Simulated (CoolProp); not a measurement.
Properties of n-heptane along the isobar 101 kPa (Tc = 541.2 K, pc = 2774 kPa, ω = 0.349).

Computed with CoolProp (reference Helmholtz-energy equation of state, Span 2003). It is a short technical equation, of lower accuracy than the large ones.

| T (K) | phase | cv (kJ/(kg K)) | speed of sound (m/s) | isothermal compressibility (1/MPa) | conductivity (mW/(m K)) | Prandtl number |
|---|---|---|---|---|---|---|
| 243.4 | liquid | 1.607 | 1367 | 0.0009492 | 139 | 11.9 |
| 274.8 | liquid | 1.697 | 1227 | 0.001207 | 129 | 8.55 |
| 306.3 | liquid | 1.804 | 1095 | 0.001562 | 120 | 6.79 |
| 337.8 | liquid | 1.922 | 967.3 | 0.002071 | 111 | 5.74 |
| 369.3 | liquid | 2.045 | 842.4 | 0.002848 | 102 | 5.04 |
| 400.7 | gas | 2.039 | 179.4 | 10.32 | 22.1 | 0.757 |
| 432.2 | gas | 2.171 | 187.8 | 10.21 | 25.4 | 0.752 |
| 463.7 | gas | 2.298 | 195.5 | 10.14 | 29.0 | 0.749 |
| 495.2 | gas | 2.421 | 202.8 | 10.08 | 32.6 | 0.746 |
| 526.6 | gas | 2.537 | 209.6 | 10.05 | 36.4 | 0.743 |
| 558.1 | gas | 2.649 | 216.2 | 10.02 | 40.3 | 0.741 |
| 589.6 | gas | 2.754 | 222.5 | 9.995 | 44.2 | 0.739 |

Viscosity comes from a separate model (Michailidou 2014). Thermal conductivity comes from a separate model (Assael 2013).
